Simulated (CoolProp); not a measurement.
C2F6 (R116) at 298.15 K and 0.114 MPa flows at 11 m/s in a round tube of 4.6 mm bore and 1.5 µm roughness, fully developed (64/Re and Nu = 3.66 if laminar; Colebrook and Gnielinski if turbulent). Each further row changes one setting.

The numbers come from the reference Helmholtz-energy equation of state, Lemmon 2006 in CoolProp. It is a short technical equation, of lower accuracy than the large ones.

| case | Reynolds number | Darcy friction factor | pressure drop (Pa/m) | heat-transfer coefficient (W/(m² K)) | mass flow (kg/h) |
|---|---|---|---|---|---|
| as stated | 23000 | 0.0258 | 2180 | 194 | 4.23 |
| velocity 22 m/s | 46000 | 0.0224 | 7550 | 341 | 8.45 |
| diameter 9.2 mm | 46000 | 0.0218 | 922 | 166 | 16.9 |

Viscosity comes from a separate model (Huber 2003), an estimate that may be off by 10 % or more. Thermal conductivity comes from a separate model (Huber 2003), an estimate that may be off by 10 % or more.
